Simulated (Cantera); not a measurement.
Input: 1 mol V2O3, 150 mol H2, 0.068 mol H2O, at 1330 Pa.

Method: chemical equilibrium by Gibbs-energy minimisation in Cantera with the NASA 1993 tables (ideal gas, pure condensed phases). Candidate condensed phases: H2O, V, VO, V2O3, V2O4, V2O5; 12 gas species. Mutual solubility and eutectic melting of coexisting phases are not modelled. VO: taken at fixed stoichiometry. Condensed phases not in the tables: the oxides between V2O3 and V2O5 other than VO2. Kinetics and transport are ignored.

log p: log10 of the partial pressure in bar; n: condensed amount in mol.

```json
[
 {"T (K)": "850", "log p H2": "-1.88", "log p H2O": "-5.22", "log p H": "?", "n V2O3(s)": "1.00", "n VO(s)": "0"},
 {"T (K)": "900", "log p H2": "-1.88", "log p H2O": "-5.22", "log p H": "?", "n V2O3(s)": "1.00", "n VO(s)": "0"},
 {"T (K)": "950", "log p H2": "-1.88", "log p H2O": "-5.22", "log p H": "?", "n V2O3(s)": "1.00", "n VO(s)": "0"},
 {"T (K)": "1000", "log p H2": "-1.88", "log p H2O": "-5.22", "log p H": "?", "n V2O3(s)": "1.00", "n VO(s)": "0"},
 {"T (K)": "1050", "log p H2": "-1.88", "log p H2O": "-5.22", "log p H": "?", "n V2O3(s)": "1.00", "n VO(s)": "0"},
 {"T (K)": "1100", "log p H2": "-1.88", "log p H2O": "-5.22", "log p H": "?", "n V2O3(s)": "1.00", "n VO(s)": "0"},
 {"T (K)": "1150", "log p H2": "-1.88", "log p H2O": "-5.22", "log p H": "?", "n V2O3(s)": "1.00", "n VO(s)": "0"},
 {"T (K)": "1200", "log p H2": "-1.88", "log p H2O": "-5.22", "log p H": "?", "n V2O3(s)": "1.00", "n VO(s)": "0"},
 {"T (K)": "1250", "log p H2": "-1.88", "log p H2O": "-5.04", "log p H": "?", "n V2O3(s)": "0.965", "n VO(s)": "0.0697"},
 {"T (K)": "1300", "log p H2": "-1.88", "log p H2O": "-4.87", "log p H": "?", "n V2O3(s)": "0.917", "n VO(s)": "0.167"}
]
```

Task: Fill in the missing entries.

Result: 
- 850, log p H: -11.63
- 900, log p H: -10.87
- 950, log p H: -10.19
- 1000, log p H: -9.58
- 1050, log p H: -9.03
- 1100, log p H: -8.53
- 1150, log p H: -8.06
- 1200, log p H: -7.64
- 1250, log p H: -7.25
- 1300, log p H: -6.89
